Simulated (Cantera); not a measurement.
Charge: 1 mol SiH4, 0.27 mol N2O, 5.5 mol H2, 11 mol O2, equilibrated at 1.00 bar.

Method: chemical equilibrium by Gibbs-energy minimisation in Cantera with the NASA 1993 tables (ideal gas, pure condensed phases). Candidate condensed phases: H2O, Si, SiO2, Si2N2O, Si3N4; 35 gas species. Equilibrium is a limit: real reactors are often held back by kinetics, nucleation or transport. All values below are at 500 °C.

Base state: H2O 0.530, O2 0.451, N2 0.0191 (mole fractions); condensed: SiO2(α-quartz).

Problem. What changes in the equilibrium state with this change: H2 from 5.5 to 0.18 mol?

Solution. 
```csv
species,before,after
O2,0.451,0.787
H2O,0.530,0.190
N2,0.0191,0.0235
"SiO2(α-quartz), mol",1.00,1.00
```
